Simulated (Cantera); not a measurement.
**Equilibrium for tantalum, niobium, vanadium and zirconium in process gases: Ta(OEt)₅ + H₂O + O₂**

A closed system holds: 1 mol Ta(OEt)₅, 0.38 mol H₂O, a varied amount of O₂, equilibrated at 1425 °C and 80.0 mbar.

Equilibrium computed with Cantera from the NASA thermochemical tables; the gas is ideal and each condensed phase is pure. Candidate condensed phases: C, C₆H₆, C₇H₈, C₈H₁₈, H₂O, Ta, TaC, Ta₂O₅; 113 gas species. The feed counts by its element totals alone. Mutual solubility and eutectic melting of coexisting phases are not modelled. TaC: taken at fixed stoichiometry. Condensed phases not in the tables: Ta₂C. The numbers say what is thermodynamically allowed, not how fast it happens.

```csv
n(O₂) (mol),x H₂,x CO,x H₂O,x H,x CO₂,n C(graphite),n TaC(s),n Ta₂O₅(s)
0.077,0.699,0.300,8.19e-6,0.000428,1.03e-6,3.46,1.00,0
0.11,0.696,0.303,8.23e-6,0.000427,1.05e-6,3.40,1.00,0
0.15,0.693,0.306,8.28e-6,0.000426,1.07e-6,3.32,1.00,0
0.21,0.689,0.310,8.34e-6,0.000425,1.10e-6,3.20,1.00,0
0.29,0.683,0.316,8.43e-6,0.000423,1.14e-6,3.04,1.00,0
0.4,0.675,0.324,8.54e-6,0.000421,1.20e-6,2.82,1.00,0
0.55,0.665,0.335,8.68e-6,0.000417,1.28e-6,2.52,1.00,0
0.77,0.650,0.349,8.86e-6,0.000413,1.40e-6,2.08,1.00,0
1.1,0.629,0.370,9.09e-6,0.000406,1.57e-6,1.42,1.00,0
1.5,0.605,0.394,9.31e-6,0.000398,1.78e-6,0.618,1.00,0
2.1,0.583,0.415,0.00154,0.000391,0.000321,0,0.846,0.0770
```
x: gas mole fraction; n: condensed amount in mol.

From 0.077 mol O₂ to 1.5 mol O₂ the condensed part is C(graphite) + TaC(s). At 2.1 mol O₂ the condensed part is TaC(s) + Ta₂O₅(s).
